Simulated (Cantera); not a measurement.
Feed: 1 mol Cu, 0.11 mol CO, 5.6 mol N₂, held at 1023.15 K and 0.0120 bar.

These are equilibrium values from Cantera (NASA tables, ideal gas, pure condensed phases), not measurements of a reactor. Candidate condensed phases: C, Cu, CuO, Cu₂O; 27 gas species. Rates play no part.

Base state: N₂ 0.981, CO 0.0193 (mole fractions); condensed: Cu(s).

**Question.** What changes in the equilibrium state with this change: pressure from 0.0120 bar to 29.0 bar?

**Answer.** 
| species | before | after |
|---|---|---|
| N₂ | 0.981 | 0.983 |
| CO | 0.0193 | 0.0148 |
| CO₂ | 1.59e-6 | 0.00226 |
| Cu(s), mol | 1.00 | 1.00 |
| C(graphite), mol | 0 | 0.0129 |
